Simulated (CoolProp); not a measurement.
Properties of CH2F2 (R32) along the isobar 5.08 MPa (Tc = 351.3 K, pc = 5.783 MPa, ω = 0.277).

Values from CoolProp's reference Helmholtz-energy equation of state, Tillner-Roth 1997.

```json
[
 {"T (K)": "260", "phase": "liquid", "cv (kJ/(kg K))": "0.9348", "Joule-Thomson coefficient (K/MPa)": "-0.1549", "isothermal compressibility (1/MPa)": "0.002469", "Prandtl number": "1.87"},
 {"T (K)": "266", "phase": "liquid", "cv (kJ/(kg K))": "0.9359", "Joule-Thomson coefficient (K/MPa)": "-0.1277", "isothermal compressibility (1/MPa)": "0.002746", "Prandtl number": "1.80"},
 {"T (K)": "271.9", "phase": "liquid", "cv (kJ/(kg K))": "0.9377", "Joule-Thomson coefficient (K/MPa)": "-0.09719", "isothermal compressibility (1/MPa)": "0.003066", "Prandtl number": "1.75"},
 {"T (K)": "277.9", "phase": "liquid", "cv (kJ/(kg K))": "0.9400", "Joule-Thomson coefficient (K/MPa)": "-0.06150", "isothermal compressibility (1/MPa)": "0.003452", "Prandtl number": "1.70"},
 {"T (K)": "283.8", "phase": "liquid", "cv (kJ/(kg K))": "0.9430", "Joule-Thomson coefficient (K/MPa)": "-0.02082", "isothermal compressibility (1/MPa)": "0.003910", "Prandtl number": "1.66"},
 {"T (K)": "289.8", "phase": "liquid", "cv (kJ/(kg K))": "0.9467", "Joule-Thomson coefficient (K/MPa)": "0.02761", "isothermal compressibility (1/MPa)": "0.004480", "Prandtl number": "1.63"},
 {"T (K)": "295.7", "phase": "liquid", "cv (kJ/(kg K))": "0.9511", "Joule-Thomson coefficient (K/MPa)": "0.08409", "isothermal compressibility (1/MPa)": "0.005179", "Prandtl number": "1.60"},
 {"T (K)": "301.6", "phase": "liquid", "cv (kJ/(kg K))": "0.9564", "Joule-Thomson coefficient (K/MPa)": "0.1520", "isothermal compressibility (1/MPa)": "0.006071", "Prandtl number": "1.59"},
 {"T (K)": "307.6", "phase": "liquid", "cv (kJ/(kg K))": "0.9628", "Joule-Thomson coefficient (K/MPa)": "0.2368", "isothermal compressibility (1/MPa)": "0.007266", "Prandtl number": "1.58"},
 {"T (K)": "313.5", "phase": "liquid", "cv (kJ/(kg K))": "0.9705", "Joule-Thomson coefficient (K/MPa)": "0.3419", "isothermal compressibility (1/MPa)": "0.008875", "Prandtl number": "1.58"},
 {"T (K)": "319.5", "phase": "liquid", "cv (kJ/(kg K))": "0.9802", "Joule-Thomson coefficient (K/MPa)": "0.4811", "isothermal compressibility (1/MPa)": "0.01124", "Prandtl number": "1.60"},
 {"T (K)": "325.4", "phase": "liquid", "cv (kJ/(kg K))": "0.9928", "Joule-Thomson coefficient (K/MPa)": "0.6681", "isothermal compressibility (1/MPa)": "0.01486", "Prandtl number": "1.65"},
 {"T (K)": "331.4", "phase": "liquid", "cv (kJ/(kg K))": "1.011", "Joule-Thomson coefficient (K/MPa)": "0.9473", "isothermal compressibility (1/MPa)": "0.02134", "Prandtl number": "1.75"},
 {"T (K)": "337.3", "phase": "liquid", "cv (kJ/(kg K))": "1.039", "Joule-Thomson coefficient (K/MPa)": "1.404", "isothermal compressibility (1/MPa)": "0.03523", "Prandtl number": "1.96"},
 {"T (K)": "343.3", "phase": "liquid", "cv (kJ/(kg K))": "1.101", "Joule-Thomson coefficient (K/MPa)": "2.445", "isothermal compressibility (1/MPa)": "0.09004", "Prandtl number": "2.69"}
]
```

Viscosity comes from a separate model (Bell 2016), an estimate that may be off by 10 % or more. Thermal conductivity comes from a separate model (Huber 2003), an estimate that may be off by 10 % or more.
